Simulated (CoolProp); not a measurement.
Vapour-liquid equilibrium of propane (1) + dimethyl ether (2) at 115 kPa; x and y are mole fractions of (1).

Values from CoolProp's multi-fluid Helmholtz-energy mixture model, Lemmon 2009 and Wu 2011; pair parameters Bell 2016.

```
x     bubble temperature (K)  y at the bubble point  dew temperature at overall composition x (K)  liquid density (mol/L)
----  ----------------------  ---------------------  --------------------------------------------  ----------------------
0.05                   248.3                  0.160                                         250.4                   15.75
0.15                   243.9                  0.368                                         248.5                   15.47
0.25                   241.0                  0.496                                         246.5                   15.17
0.35                   239.0                  0.584                                         244.3                   14.86
0.45                   237.5                  0.651                                         242.1                   14.56
0.55                   236.4                  0.707                                         239.7                   14.26
0.65                   235.5                  0.761                                         237.5                   13.98
0.75                   234.8                  0.816                                         235.7                   13.71
0.85                   234.3                  0.878                                         234.5                   13.46
0.95                   234.0                  0.954                                         234.0                   13.21
```

No azeotrope shows between x = 0.05 and 0.95.

The pair parameters rest on a limited set of measurements; away from them the model extrapolates.
